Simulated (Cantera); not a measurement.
A Cantera script and what it prints.

```python
import numpy as np
import cantera as ct

gas_names = """
    CL CL2 H HCL H2 N NH NH2 NH3 N2 N2H2 N2H4 Si SiCL SiCL2 SiCL3 SiCL4 SiH SiHCL3 SiH2 SiH2CL2 SiH3
    SiH3CL SiH4 SiN Si2 Si2N Si3
""".split()
cond_names = """
    NH4CL(a) NH4CL(b) Si(cr) Si(L) Si3N4(a)
""".split()


# ... load() reads the species with a 1 bar reference pressure and builds the phases ...
atoms = {
    'SiCl4': {'Si': 1, 'CL': 4},
    'HCl': {'H': 1, 'CL': 1},
    'N2': {'N': 2},
}
top_T = {'Si3N4(a)': 2400}  # K; cautious upper limits of use, not melting points


# ... equilibrate(T, P, feed) seeds the gas with the atoms and calls Mixture.equilibrate('TP', solver="vcs", rtol=1e-11, max_steps=5000) ...
results = []
feed = {'SiCl4': 1, 'HCl': 2.6, 'N2': 45}  # mol
P = 440  # Pa
for T in [1200, 1225, 1250, 1275, 1300, 1325, 1350, 1375, 1400, 1425]:
    mix = equilibrate(T, P, feed)
    results.append((T, P, feed, dict(zip(mix.species_names, mix.species_moles))))

top = {s: max(r[3][s] / sum(r[3][g] for g in gas_names) for r in results) for s in gas_names}
cols = sorted((s for s in top if top[s] > 0.001), key=lambda s: -top[s])[:6]
seen = [c for c in cond_names if any(r[3].get(c, 0) > 1e-12 for r in results)]
print("log10 of partial pressures in bar; condensed amounts in mol")
print(f"{'T/K':>10s}" + "".join(f"{s[:9]:>10s}" for s in cols + seen))
for T, P, feed, n in results:
    ng = sum(n[g] for g in gas_names)
    print(f"{T:10.4g}" + "".join(f"{np.log10(max(n[s] / ng * P / 1e5, 1e-99)):10.3f}" for s in cols)
          + "".join(f"{n.get(c, 0):10.4g}" for c in seen))
```

Output:

```
log10 of partial pressures in bar; condensed amounts in mol
       T/K        N2       HCL     SiCL4        CL     SiCL3
      1200    -2.390    -3.628    -4.044    -6.563    -6.645
      1225    -2.390    -3.628    -4.045    -6.394    -6.466
      1250    -2.390    -3.628    -4.046    -6.229    -6.296
      1275    -2.390    -3.628    -4.047    -6.069    -6.136
      1300    -2.390    -3.628    -4.049    -5.912    -5.985
      1325    -2.390    -3.629    -4.051    -5.760    -5.842
      1350    -2.390    -3.629    -4.054    -5.612    -5.706
      1375    -2.390    -3.629    -4.058    -5.468    -5.579
      1400    -2.390    -3.629    -4.064    -5.328    -5.458
      1425    -2.391    -3.629    -4.071    -5.191    -5.345
```

These are equilibrium values from Cantera (NASA tables, ideal gas, pure condensed phases), not measurements of a reactor. The tables' values for SiCl3 are old estimates; treat these amounts as uncertain.
